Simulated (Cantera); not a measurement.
Input: 1 mol c-C4F8, 0.77 mol H2, equilibrated at 3523.15 K and 14.0 Pa.

Cantera equilibrium calculation (NASA polynomials, part measured and part estimated; ideal gas, pure solids and liquids). Candidate condensed phases: C, C6H6, C7H8, C8H18; 95 gas species. The feed counts by its element totals alone. The numbers say what is thermodynamically allowed, not how fast it happens.

Base state: F 0.592, C 0.287, H 0.113, C2 0.00373, CF 0.00197, HF 0.00174, C3 0.000383 (mole fractions); condensed: gas only.

Question: What changes in the equilibrium state with this change: H2 from 0.77 to 18 mol?

Answer: 
```tsv
species	before	after
H	0.113	0.749
F	0.592	0.164
C	0.287	0.0828
H2	4.61e-6	0.000203
C3	0.000383	9.18e-6
CF	0.00197	0.000157
C2	0.00373	0.000311
```

Question: What changes in the equilibrium state with this change: temperature from 3523.15 K to 1275 K?

Answer: 
| species | before | after |
|---|---|---|
| CF4 | <1e-9 | 0.512 |
| HF | 0.00174 | 0.488 |
| CF2 | 3.76e-7 | 4.90e-5 |
| F | 0.592 | 1.47e-5 |
| C | 0.287 | <1e-9 |
| H | 0.113 | <1e-9 |
| C2 | 0.00373 | <1e-9 |
| CF | 0.00197 | <1e-9 |
| C(graphite), mol | 0 | 2.38 |
Gases not in the tables: C2F6 and larger saturated fluorocarbons.

Question: What changes in the equilibrium state with this change: pressure from 14.0 Pa to 2.50 mbar?

Answer: 
```tsv
species	before	after
F	0.592	0.618
C	0.287	0.176
H	0.113	0.1000
C3	0.000383	0.0283
HF	0.00174	0.0287
CF	0.00197	0.0225
C2	0.00373	0.0252
C5	3.59e-9	3.19e-5
C4	5.40e-8	4.38e-5
CF2	3.76e-7	8.04e-5
```
